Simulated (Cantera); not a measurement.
## Reactions in the system H-I

Source: NASA polynomial tables (part measured, part estimated), evaluated in Cantera. Values are per mole of reaction as written; species without (g) are pure solids or liquids, kept so even where they would boil at 1 bar.

2 HI(g) → 2 H(g) + I2(g)

| T (K) | ΔH° (kJ) | ΔS° (J/K) | ΔG° (kJ) | log10 K |
|---|---|---|---|---|
| 2325 | 471.1 | 107.7 | 220.7 | -4.96 |
| 2375 | 471.6 | 107.9 | 215.3 | -4.74 |
| 2425 | 472.0 | 108.0 | 210.0 | -4.52 |
| 2475 | 472.4 | 108.2 | 204.5 | -4.32 |
| 2525 | 472.8 | 108.4 | 199.1 | -4.12 |
| 2575 | 473.1 | 108.5 | 193.7 | -3.93 |
| 2625 | 473.5 | 108.7 | 188.3 | -3.75 |
| 2675 | 473.9 | 108.8 | 182.8 | -3.57 |

2 HI(g) → H2(g) + I2(g)

```tsv
T (K)	ΔH° (kJ)	ΔS° (J/K)	ΔG° (kJ)	log10 K
2325	15.2	-13.4	46.4	-1.04
2375	15.3	-13.4	47.1	-1.03
2425	15.4	-13.3	47.7	-1.03
2475	15.5	-13.3	48.4	-1.02
2525	15.6	-13.3	49.0	-1.01
2575	15.7	-13.2	49.7	-1.01
2625	15.8	-13.2	50.4	-1.00
2675	15.9	-13.1	51.0	-1.00
```
